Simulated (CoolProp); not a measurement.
Vapour-liquid equilibrium of C2F6 (R116) (1) + R143a (2) at 244.2 K; x and y are mole fractions of (1).

The numbers come from the multi-fluid Helmholtz-energy mixture model, Lemmon 2006 and Lemmon and Jacobsen 2000; pair parameters Bell 2016 in CoolProp.

```tsv
x	bubble pressure, mixture model (MPa)	bubble pressure, Raoult's law (MPa)	y, mixture model	y, Raoult's law
0.05	0.3014	0.2524	0.273	0.156
0.125	0.3991	0.2948	0.472	0.335
0.2	0.4771	0.3372	0.578	0.468
0.275	0.5389	0.3796	0.643	0.572
0.35	0.5878	0.4220	0.689	0.655
0.425	0.6272	0.4644	0.723	0.723
0.5	0.6596	0.5068	0.752	0.779
0.575	0.6875	0.5492	0.779	0.827
0.65	0.7122	0.5916	0.805	0.867
0.725	0.7346	0.6341	0.833	0.903
0.8	0.7550	0.6765	0.866	0.934
0.875	0.7726	0.7189	0.905	0.961
0.95	0.7854	0.7613	0.957	0.985
```

The largest gap from Raoult's law is +42.0 % in bubble pressure, at x = 0.275. No azeotrope shows between x = 0.05 and 0.95.

Pair parameters are fitted to limited data, so mixtures are less certain than the pure fluids.
